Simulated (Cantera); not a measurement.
Reactions in the system C-Na-O

Standard-state values (1 bar) from the NASA 1993 polynomials, evaluated with Cantera. Values are per mole of reaction as written; species without (g) are pure solids or liquids, kept so even where they would boil at 1 bar.

CO(g) + Na2CO3 = 2 CO2(g) + 2 Na(g)

| T (K) | ΔH° (kJ) | ΔS° (J/K) | ΔG° (kJ) | log10 K |
|---|---|---|---|---|
| 373 | 666.9 | 392.7 | 520.5 | -72.88 |
| 423 | 665.4 | 388.9 | 500.9 | -61.86 |
| 473 | 663.7 | 385.0 | 481.6 | -53.18 |
| 523 | 661.6 | 380.9 | 462.4 | -46.18 |
| 573 | 659.2 | 376.5 | 443.5 | -40.43 |
| 623 | 656.4 | 371.7 | 424.8 | -35.61 |
| 673 | 653.0 | 366.5 | 406.3 | -31.54 |
| 723 | 649.1 | 361.0 | 388.1 | -28.04 |
| 773 | 646.6 | 357.6 | 370.2 | -25.01 |
| 823 | 644.6 | 355.1 | 352.4 | -22.36 |
